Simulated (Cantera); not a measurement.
Cantera with NASA thermochemical tables; ideal gases at 1 bar, condensed phases pure. Values are per mole of reaction as written; species without (g) are pure solids or liquids, kept so even where they would boil at 1 bar.

2 P₂(g) + 10 NO(g) → 10 N(g) + P₄O₁₀

```csv
T (K),ΔH° (kJ),ΔS° (J/K),ΔG° (kJ),log10 K
498,___,___,___,___
523,539.9,-726.4,919.8,-91.86
548,___,___,___,___
573,547.2,-713.0,955.8,-87.13
598,551.1,-706.3,973.5,-85.03
623,555.2,-699.6,991.1,-83.09
648,559.4,-693.0,1008.5,-81.29
673,___,___,___,___
```

Fill in the missing entries.


- 498, ΔH° (kJ): 536.4
- 498, ΔS° (J/K): -733.1
- 498, ΔG° (kJ): 901.5
- 498, log10 K: -94.56
- 548, ΔH° (kJ): 543.5
- 548, ΔS° (J/K): -719.7
- 548, ΔG° (kJ): 937.9
- 548, log10 K: -89.39
- 673, ΔH° (kJ): 563.8
- 673, ΔS° (J/K): -686.4
- 673, ΔG° (kJ): 1025.7
- 673, log10 K: -79.61
